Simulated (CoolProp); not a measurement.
The fluid at 293.15 K and 0.169 MPa (gas) is heated at constant pressure to 405.9 K. The same conditions are run with several fluids, on thermodynamics alone (safety and materials aside).

Model: reference Helmholtz-energy equation of state of each fluid (c-C4F8 (RC318): Platzer 1990; dimethyl ether: Wu 2011; R152A: Outcalt 1996; ethylene: Smukala 2000; R507A: Lemmon 2003), in CoolProp. The equations of Platzer and Polt are older, rougher fits. Blends and air are pseudo-pure fits.

```json
[
 {"fluid": "c-C4F8 (RC318)", "heat (kJ/kg)": "97.8", "final density (kg/m³)": "10.2"},
 {"fluid": "dimethyl ether", "heat (kJ/kg)": "182", "final density (kg/m³)": "2.33"},
 {"fluid": "R152A", "heat (kJ/kg)": "132", "final density (kg/m³)": "3.35"},
 {"fluid": "ethylene", "heat (kJ/kg)": "194", "final density (kg/m³)": "1.41"},
 {"fluid": "R507A", "heat (kJ/kg)": "108", "final density (kg/m³)": "5.00"}
]
```
